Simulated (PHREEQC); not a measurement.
Make-up at 20 °C: 3.2e-05 mol/kgw Ca(HCO3)2 and 0.00014 mol/kgw CO2. Closed to the air; pH follows from the charge balance.

All values are PHREEQC results (Pitzer model, pitzer.dat), not measurements.

This is a speciation only: nothing precipitates in the calculation.

What pH, ionic strength, osmotic coefficient does the model give?

pH 6.04; ionic strength 9.69e-5 mol/kgw; osmotic coefficient 0.997.

In which forms is C present?

CO2 68 %, HCO3- 32 % of the C.

Species that the database lacks are ignored.
